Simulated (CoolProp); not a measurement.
A simple Rankine cycle with R142b: condensing at 305.15 K, boiler at 3.4 MPa, turbine inlet 469 K, turbine efficiency 0.7, pump efficiency 0.7, no recuperator. Each further row changes one setting.

Model: reference Helmholtz-energy equation of state, Lemmon 2006, in CoolProp. It is a short technical equation, of lower accuracy than the large ones.

| case | thermal efficiency (%) | net work (kJ/kg) | heat in (kJ/kg) | turbine exit temperature (K) | volume ratio over the turbine |
|---|---|---|---|---|---|
| as stated | 12.6 | 41.8 | 333 | 401.3 | 8.43 |
| condensing temperature 297.15 K | 13.6 | 46.8 | 344 | 395.4 | 10.6 |
| boiler pressure 2.38 MPa | 10.9 | 37.6 | 344 | 416.3 | 5.68 |
| turbine efficiency 0.6 | 10.6 | 35.3 | 333 | 407.7 | 8.59 |
